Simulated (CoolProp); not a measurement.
Vapour pressure (MPa) of R1336mzz(E): the reference equation beside estimates from Tc = 403.5 K, pc = 2.779 MPa, ω = 0.413.

The numbers come from the reference Helmholtz-energy equation of state, Akasaka 2023 in CoolProp.

| T (K) | reference | Lee-Kesler | van der Waals | Redlich-Kwong | Soave-Redlich-Kwong | Peng-Robinson |
|---|---|---|---|---|---|---|
| 319.8 | 0.3898 | 0.3909 | 1.020 | 0.6390 | 0.3927 | 0.3884 |
| 323.2 | 0.4309 | 0.4321 | 1.071 | 0.6891 | 0.4345 | 0.4295 |
| 326.6 | 0.4752 | 0.4764 | 1.124 | 0.7420 | 0.4796 | 0.4738 |
| 330.1 | 0.5244 | 0.5256 | 1.180 | 0.7992 | 0.5296 | 0.5230 |
| 333.5 | 0.5757 | 0.5769 | 1.236 | 0.8576 | 0.5818 | 0.5744 |
| 336.9 | 0.6307 | 0.6318 | 1.294 | 0.9188 | 0.6379 | 0.6297 |
| 340.3 | 0.6896 | 0.6907 | 1.354 | 0.9829 | 0.6980 | 0.6889 |
| 343.8 | 0.7545 | 0.7554 | 1.417 | 1.052 | 0.7642 | 0.7542 |
| 347.2 | 0.8219 | 0.8226 | 1.479 | 1.122 | 0.8329 | 0.8220 |
| 350.6 | 0.8936 | 0.8943 | 1.544 | 1.196 | 0.9061 | 0.8944 |
| 354 | 0.9701 | 0.9705 | 1.610 | 1.272 | 0.9841 | 0.9716 |
| 357.4 | 1.051 | 1.052 | 1.678 | 1.352 | 1.067 | 1.054 |

Absolute difference from the reference over all 12 rows, mean and median: Lee-Kesler 0.2 and 0.2 %, van der Waals 104.5 and 100.8 %, Redlich-Kwong 44.9 and 44.1 %, Soave-Redlich-Kwong 1.2 and 1.2 %, Peng-Robinson 0.2 and 0.2 %.
